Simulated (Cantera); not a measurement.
Input (Python, Cantera) and output of one run.

```python
import numpy as np
import cantera as ct

gas_names = """
    CL CLO CL2 N NO NO2 NO3 N2 N2O O O2 O3 Si SiCL SiCL2 SiCL3 SiCL4 SiN SiO SiO2 Si2 Si2N Si3
""".split()
cond_names = """
    Si(cr) Si(L) SiO2(Lqz) SiO2(hqz) SiO2(L) Si2N2O(s) Si3N4(a)
""".split()


# ... load() reads the species with a 1 bar reference pressure and builds the phases ...
atoms = {
    'SiCl4': {'Si': 1, 'CL': 4},
    'O2': {'O': 2},
    'N2': {'N': 2},
}
top_T = {'Si2N2O(s)': 2100, 'Si3N4(a)': 2400}  # K; cautious upper limits of use, not melting points


# ... equilibrate(T, P, feed) seeds the gas with the atoms and calls Mixture.equilibrate('TP', solver="vcs", rtol=1e-11, max_steps=5000) ...
results = []
feed = {'SiCl4': 1, 'O2': 0.058, 'N2': 34}  # mol
T = 973.15  # K
P = 8100  # Pa
mix = equilibrate(T, P, feed)
results.append((T, P, feed, dict(zip(mix.species_names, mix.species_moles))))
print(gas.report(threshold=0.0001))
for i in range(1, mix.n_phases):
    print(f"{mix.phase(i).name:16s} {mix.phase_moles(i):12.5e} mol")
```

It prints:

```
       temperature   973.15 K
          pressure   8100 Pa
           density   0.032002 kg/m^3
  mean mol. weight   31.967 kg/kmol
   phase of matter   gas

                          1 kg             1 kmol
                     ---------------   ---------------
          enthalpy        1.2795e+05        4.0902e+06  J
   internal energy       -1.2516e+05        -4.001e+06  J
           entropy            7992.4         2.555e+05  J/K
    Gibbs function       -7.6499e+06       -2.4455e+08  J
 heat capacity c_p            1080.4             34537  J/K
 heat capacity c_v            820.28             26222  J/K

                      mass frac. Y      mole frac. X     chem. pot. / RT
                     ---------------   ---------------   ---------------
               CL2          0.007281         0.0032828            -37.16
                N2           0.84987            0.9698           -27.336
             SiCL4           0.14279          0.026869           -133.63
     [  +20 minor]        5.7415e-05        5.1773e-05

Si(cr)            0.00000e+00 mol
SiO2(hqz)         5.80000e-02 mol
Si2N2O(s)         0.00000e+00 mol
Si3N4(a)          0.00000e+00 mol
```

Equilibrium computed with Cantera from the NASA thermochemical tables; the gas is ideal and each condensed phase is pure.
